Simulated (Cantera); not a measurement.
Feed: 1 mol BN, 0.17 mol O2, 15 mol H2, 2.2 mol H2O, equilibrated at 1725 K and 75.0 Torr.

Method: chemical equilibrium by Gibbs-energy minimisation in Cantera with the NASA 1993 tables (ideal gas, pure condensed phases). Candidate condensed phases: B, BN, B2O3, B3O3H3, H2O; 39 gas species. Equilibrium is a limit: real reactors are often held back by kinetics, nucleation or transport.

Base state: H2 0.885, HBO2 0.0454, H2O 0.0355, N2 0.0275, B2O3 0.00368, HBO 0.00208, H 0.000553, BO 2.52e-5 (mole fractions); condensed: gas only.

Problem. What changes in the equilibrium state with this change: temperature from 1725 K to 1173 K?

Solution. 
```tsv
species	before	after
H2	0.885	0.913
H2O	0.0355	0.0584
N2	0.0275	0.0282
HBO2	0.0454	0.000429
B2O3	0.00368	3.72e-8
BO	2.52e-5	<1e-9
B2O2	2.15e-5	<1e-9
HBO	0.00208	2.70e-7
B2O3(l), mol	0	0.495
```
Gases not in the tables: H3BO3.

Problem. What changes in the equilibrium state with this change: pressure from 75.0 Torr to 0.0120 Torr?

Solution. 
| species | before | after |
|---|---|---|
| H2 | 0.885 | 0.844 |
| HBO2 | 0.0454 | 0.0432 |
| H | 0.000553 | 0.0427 |
| N2 | 0.0275 | 0.0269 |
| H2O | 0.0355 | 0.0359 |
| OH | 1.22e-6 | 0.000100 |
| BO2 | 1.90e-6 | 0.000147 |
